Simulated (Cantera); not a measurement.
Gas mixture: 44.3 % C3H8, 55.7 % CO, at 31.0 Pa, frozen composition.

Cantera's kinetic-theory transport with the Lennard-Jones parameters of GRI-Mech 3.0, ideal gas; thermal conductivity in the multicomponent form. The composition is frozen, though it would react at the higher temperatures.

D: mixture-averaged diffusion coefficient of that species in the mixture.

```json
[
 {"T (K)": "400", "ρ (kg/m³)": "0.000328", "cp (J/kg/K)": "1652", "μ (µPa s)": "15.1", "λ (mW/m/K)": "30.9", "Pr": "0.810", "D (cm²/s) N2": "834", "D (cm²/s) CO2": "(withheld)", "D (cm²/s) CH4": "914"},
 {"T (K)": "600", "ρ (kg/m³)": "0.000218", "cp (J/kg/K)": "2104", "μ (µPa s)": "20.9", "λ (mW/m/K)": "52.6", "Pr": "0.834", "D (cm²/s) N2": "1690", "D (cm²/s) CO2": "(withheld)", "D (cm²/s) CH4": "1870"},
 {"T (K)": "800", "ρ (kg/m³)": "0.000164", "cp (J/kg/K)": "2458", "μ (µPa s)": "25.8", "λ (mW/m/K)": "75.1", "Pr": "0.844", "D (cm²/s) N2": "2760", "D (cm²/s) CO2": "(withheld)", "D (cm²/s) CH4": "3070"},
 {"T (K)": "1000", "ρ (kg/m³)": "0.000131", "cp (J/kg/K)": "2728", "μ (µPa s)": "30.2", "λ (mW/m/K)": "97.1", "Pr": "0.848", "D (cm²/s) N2": "4020", "D (cm²/s) CO2": "(withheld)", "D (cm²/s) CH4": "4490"},
 {"T (K)": "1200", "ρ (kg/m³)": "0.000109", "cp (J/kg/K)": "2914", "μ (µPa s)": "34.2", "λ (mW/m/K)": "117", "Pr": "0.850", "D (cm²/s) N2": "5460", "D (cm²/s) CO2": "(withheld)", "D (cm²/s) CH4": "6100"},
 {"T (K)": "1400", "ρ (kg/m³)": "9.36e-5", "cp (J/kg/K)": "3068", "μ (µPa s)": "38.0", "λ (mW/m/K)": "137", "Pr": "0.851", "D (cm²/s) N2": "7060", "D (cm²/s) CO2": "(withheld)", "D (cm²/s) CH4": "7900"},
 {"T (K)": "1600", "ρ (kg/m³)": "8.19e-5", "cp (J/kg/K)": "3195", "μ (µPa s)": "41.5", "λ (mW/m/K)": "156", "Pr": "0.852", "D (cm²/s) N2": "8820", "D (cm²/s) CO2": "(withheld)", "D (cm²/s) CH4": "9880"},
 {"T (K)": "1800", "ρ (kg/m³)": "7.28e-5", "cp (J/kg/K)": "3297", "μ (µPa s)": "44.8", "λ (mW/m/K)": "173", "Pr": "0.852", "D (cm²/s) N2": "10700", "D (cm²/s) CO2": "(withheld)", "D (cm²/s) CH4": "12000"},
 {"T (K)": "2000", "ρ (kg/m³)": "6.55e-5", "cp (J/kg/K)": "3379", "μ (µPa s)": "48.1", "λ (mW/m/K)": "190", "Pr": "0.853", "D (cm²/s) N2": "12800", "D (cm²/s) CO2": "(withheld)", "D (cm²/s) CH4": "14300"}
]
```

Problem. Complete the blanks.

Solution. 
- 400, D (cm²/s) CO2: 622
- 600, D (cm²/s) CO2: 1300
- 800, D (cm²/s) CO2: 2150
- 1000, D (cm²/s) CO2: 3160
- 1200, D (cm²/s) CO2: 4320
- 1400, D (cm²/s) CO2: 5610
- 1600, D (cm²/s) CO2: 7020
- 1800, D (cm²/s) CO2: 8550
- 2000, D (cm²/s) CO2: 10200
